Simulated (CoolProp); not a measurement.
The fluid at 298.15 K and 0.384 MPa expands adiabatically to 0.0406 MPa with isentropic efficiency 0.8. The same conditions are run with several fluids, on thermodynamics alone (safety and materials aside).

The numbers come from the reference Helmholtz-energy equation of state of each fluid (chlorine: Thol 2021; R134a: Tillner-Roth 1994; R507A: Lemmon 2003; fluoroethane (R161): Wu 2012; R13: Platzer 1990) in CoolProp. The equations of Platzer and Polt are older, rougher fits. Blends and air are pseudo-pure fits.

Rank chlorine, R134a, R507A, fluoroethane (R161), R13 by work (kJ/kg), highest first.

fluoroethane (R161) (75.2), chlorine (48.7), R507A (38.5), R134a (36.8), R13 (36.0)

```
fluid                final temperature (K)                       final phase  final density (kg/m³)
-------------------  ---------------------  --------------------------------  ---------------------
chlorine                             220.3  two-phase, vapour fraction 0.943                   1.69
R134a                                243.4                               gas                   2.08
R507A                                244.6                               gas                   2.00
fluoroethane (R161)                  224.0                               gas                   1.06
R13                                  234.3                               gas                   2.20
```
